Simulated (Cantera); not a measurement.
Input: 1 mol CH3OH, 0.028 mol O2, a varied amount of H2, at 2648.15 K and 0.0920 bar.

These are equilibrium values from Cantera (NASA tables, ideal gas, pure condensed phases), not measurements of a reactor. Candidate condensed phases: C, C6H6, C7H8, C8H18, H2O; 110 gas species. Rates play no part.

log p: log10 of the partial pressure in bar; nothing condenses.

```
n(H2) (mol)  log p H2  log p H  log p CO  log p H2O  log p OH
-----------  --------  -------  --------  ---------  --------
8               -1.15    -1.91     -2.11      -3.39     -4.76
10              -1.14    -1.90     -2.18      -3.46     -4.83
13              -1.13    -1.90     -2.27      -3.55     -4.93
17              -1.13    -1.90     -2.37      -3.64     -5.03
21              -1.12    -1.89       [?]        [?]       [?]
28              -1.12    -1.89     -2.56      -3.83     -5.22
35              -1.12    -1.89     -2.65      -3.92     -5.31
45              -1.11    -1.89     -2.75      -4.02     -5.41
58              -1.11    -1.89       [?]        [?]       [?]
74              -1.11    -1.89     -2.95      -4.23     -5.62
```

Task: Complete the blanks.

Result: 
- 58, log p CO: -2.85
- 58, log p H2O: -4.13
- 58, log p OH: -5.52
- 21, log p CO: -2.45
- 21, log p H2O: -3.72
- 21, log p OH: -5.11
